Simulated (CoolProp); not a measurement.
Vapour-liquid equilibrium of R13 (1) + n-butane (2) at 1.94 bar; x and y are mole fractions of (1).

Values from CoolProp's multi-fluid Helmholtz-energy mixture model, Platzer 1990 and Bücker 2006; pair parameters Bell 2016. This equation is an older, rougher fit; its heat capacities, sound speeds and derivatives of the liquid may be far off and weren't checked against measurements.

| x | bubble temperature, mixture model (K) | bubble temperature, Raoult's law (K) | y, mixture model | y, Raoult's law |
|---|---|---|---|---|
| 0.05 | 263.2 | 272.7 | 0.642 | 0.503 |
| 0.15 | 236.2 | 250.7 | 0.904 | 0.822 |
| 0.25 | 225.4 | 238.0 | 0.951 | 0.916 |
| 0.35 | 219.8 | 229.5 | 0.967 | 0.954 |
| 0.45 | 216.3 | 223.2 | 0.976 | 0.973 |
| 0.55 | 213.8 | 218.4 | 0.981 | 0.984 |
| 0.65 | 211.8 | 214.4 | 0.985 | 0.990 |
| 0.75 | 209.9 | 211.1 | 0.989 | 0.994 |
| 0.85 | 208.0 | 208.4 | 0.993 | 0.997 |
| 0.95 | 205.9 | 205.9 | 0.998 | 0.999 |

The largest gap from Raoult's law is -14.5 K in bubble temperature, at x = 0.15. No azeotrope shows between x = 0.05 and 0.95.

The pair parameters rest on a limited set of measurements; away from them the model extrapolates. With so large a gap from Raoult's law the liquid may split in two, which this calculation doesn't test in full.
